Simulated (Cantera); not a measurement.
An adiabatic, constant-volume homogeneous reactor starts with CH4 : CO : O2 : N2 : H2O = 1 : 0.44 : 3.17 : 11.9 : 4.2 (molar parts), equivalence ratio 0.70, at 1425 K and 1000000 Pa.

Computed with Cantera and GRI-Mech 3.0 (53 species, 325 reactions).

One state of this run: T (K) = 2600; P (bar) = 18.2; x CH4 = <1e-12; x CO = 0.00462; x O2 = 0.0416; x O = 0.00112; x NO2 = 1.58e-5; x N2O = 2.09e-6. x: mole fraction; the columns are a selection and need not sum to one.

Which value of t (s) does it belong to?
(A) 9.60e-5
(B) 0.0250
(C) 4.34e-5
(D) 8.85e-6

B, 0.0250
